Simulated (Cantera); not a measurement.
Input (Python, Cantera) and output of one run.

```python
import numpy as np
import cantera as ct

gas_names = """
    CL CL2 Fe FeCL FeCL2 FeCL3 Fe2CL4 Fe2CL6 H HCL H2
""".split()
cond_names = """
    Fe(a) Fe(c) Fe(d) Fe(L) FeCL2(s) FeCL2(L) FeCL3(s) FeCL3(L)
""".split()


# ... load() reads the species with a 1 bar reference pressure and builds the phases ...
atoms = {
    'Fe': {'Fe': 1},
    'HCl': {'H': 1, 'CL': 1},
    'H2': {'H': 2},
}
top_T = {}  # K; cautious upper limits of use, not melting points


# ... equilibrate(T, P, feed) seeds the gas with the atoms and calls Mixture.equilibrate('TP', solver="vcs", rtol=1e-11, max_steps=5000) ...
results = []
feed = {'Fe': 1, 'HCl': 0.98, 'H2': 8.1}  # mol
T = 975  # K
for P in [1000, 2200, 4600, 10000, 22000, 46000, 100000, 220000, 460000, 1000000]:
    mix = equilibrate(T, P, feed)
    results.append((T, P, feed, dict(zip(mix.species_names, mix.species_moles))))

top = {s: max(r[3][s] / sum(r[3][g] for g in gas_names) for r in results) for s in gas_names}
cols = sorted((s for s in top if top[s] > 0.001), key=lambda s: -top[s])[:7]
seen = [c for c in cond_names if any(r[3].get(c, 0) > 1e-12 for r in results)]
print("log10 of partial pressures in bar; condensed amounts in mol")
print(f"{'P/Pa':>10s}" + "".join(f"{s[:9]:>10s}" for s in cols + seen))
for T, P, feed, n in results:
    ng = sum(n[g] for g in gas_names)
    print(f"{P:10.4g}" + "".join(f"{np.log10(max(n[s] / ng * P / 1e5, 1e-99)):10.3f}" for s in cols)
          + "".join(f"{n.get(c, 0):10.4g}" for c in seen))
```

It prints:

```
log10 of partial pressures in bar; condensed amounts in mol
      P/Pa        H2       HCL     FeCL2     Fe(a)  FeCL2(L)
      1000    -2.049    -2.982    -4.726    0.9829         0
      2200    -1.706    -2.640    -4.384    0.9829         0
      4600    -1.386    -2.320    -4.063    0.9829         0
     1e+04    -1.049    -1.982    -3.726    0.9828         0
   2.2e+04    -0.706    -1.640    -3.384    0.9827         0
   4.6e+04    -0.386    -1.320    -3.064    0.9825         0
     1e+05    -0.049    -0.983    -2.728    0.9819         0
   2.2e+05     0.294    -0.642    -2.388    0.9807         0
   4.6e+05     0.614    -0.324    -2.072    0.9783         0
     1e+06     0.959    -0.057    -1.884    0.9042    0.0786
```

Equilibrium computed with Cantera from the NASA thermochemical tables; the gas is ideal and each condensed phase is pure.
